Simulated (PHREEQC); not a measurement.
Consider water at 25 °C with 0.0073 mol CdCl2, 0.012 mol H3BO3 and 0.019 mol HCl per kg of water. Closed to the air; pH follows from the charge balance.

Model: ion-association model, wateq4f.dat, run in PHREEQC.

Precipitation was switched off in this run.

Task: Order these Cd species by the share of Cd that they hold, largest first: CdCl+, Cd+2, CdCl2.

Result: CdCl+ (56 %), Cd+2 (40 %), CdCl2 (4.7 %)

Task: Order these Cl species by the share of Cl that they hold, largest first: CdCl+, CdCl2, Cl-.

Result: Cl- (86 %), CdCl+ (12 %), CdCl2 (2.1 %)

The pH is 1.78 and the ionic strength 0.0317 mol/kgw.
